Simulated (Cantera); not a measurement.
Charge: 1 mol BN, 1.7 mol H₂O, 88 mol N₂, at 0.000210 bar.

Equilibrium computed with Cantera from the NASA thermochemical tables; the gas is ideal and each condensed phase is pure. Candidate condensed phases: B, BN, B₂O₃, B₃O₃H₃, H₂O; 39 gas species. Kinetics and transport are ignored. All values below are at 1600 K.

Base state: N₂ 0.975, H₂ 0.0160, HBO₂ 0.00429, B₂O₃ 0.00314, H 0.000474, H₂O 0.000279, HBO 0.000239, BO 0.000161 (mole fractions); condensed: gas only.

What changes in the equilibrium state with this change: BN replaced by Si₃N₄?


| species | before | after |
|---|---|---|
| N₂ | 0.975 | 0.963 |
| SiO | 0 | 0.0182 |
| H₂ | 0.0160 | 0.0179 |
| HBO₂ | 0.00429 | 0 |
| B₂O₃ | 0.00314 | 0 |
| Si | 0 | 0.000464 |
| H₂O | 0.000279 | <1e-9 |
| HBO | 0.000239 | 0 |
| BO | 0.000161 | 0 |
| Si(s), mol | 0 | 1.25 |
Further candidate phases: Si, SiO₂, Si₂N₂O, Si₃N₄.
